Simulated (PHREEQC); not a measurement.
# Phosphoric acid bath: an equilibrium model

Dissolve 0.0028 mol/kgw H3PO4 and 0.00022 mol/kgw HF at 20 °C. Closed to the air; pH follows from the charge balance.

Model: ion-association model, wateq4f.dat, run in PHREEQC.

Precipitation was switched off in this run.

Problem. Estimate the pH.

Solution. pH 2.67.

Problem. In which forms is P present?

Solution. H2PO4- 78 %, H3PO4 22 % of the P.

Species that the database lacks are ignored. H3PO4, which wateq4f.dat lacks, is added to it with the constant of phreeqc.dat.
